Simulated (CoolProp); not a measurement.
Vapour pressure (MPa) of carbon dioxide: the reference equation beside estimates from Tc = 31.0 °C, pc = 7.377 MPa, ω = 0.224. Clausius-Clapeyron is anchored at -18.05 °C with a constant enthalpy of vaporisation of 12.24 kJ/mol.

Model: reference Helmholtz-energy equation of state, Span 1996, in CoolProp.

```
T (°C)  reference  Clausius-Clapeyron  van der Waals  Redlich-Kwong  Soave-Redlich-Kwong  Peng-Robinson
------  ---------  ------------------  -------------  -------------  -------------------  -------------
-35.65      1.175               1.363          2.527          1.524                1.178          1.165
-31.25      1.369               1.526          2.753          1.741                1.373          1.357
-26.85      1.585               1.701          2.992          1.978                1.591          1.571
-22.45      1.825               1.889          3.244          2.237                1.834          1.811
-18.05      2.091               2.091          3.508          2.517                2.103          2.076
-13.75      2.377               2.300          3.779          2.814                2.393          2.362
-9.35       2.698               2.529          4.069          3.140                2.718          2.685
-4.95       3.050               2.771          4.373          3.492                3.075          3.039
-0.55       3.435               3.028          4.690          3.868                3.465          3.427
3.85        3.854               3.299          5.022          4.271                3.889          3.850
8.25        4.310               3.585          5.367          4.701                4.350          4.311
12.65       4.805               3.885          5.726          5.159                4.848          4.812
16.95       5.330               4.193          6.091          5.633                5.374          5.342
21.35       5.913               4.524          6.478          6.147                5.954          5.928
25.75       6.546               4.869          6.880          6.691                6.577          6.561
```

Absolute difference from the reference over all 15 rows, mean and median: Clausius-Clapeyron 12.6 and 11.8 %, van der Waals 49.5 and 43.4 %, Redlich-Kwong 15.0 and 14.5 %, Soave-Redlich-Kwong 0.7 and 0.7 %, Peng-Robinson 0.5 and 0.4 %.
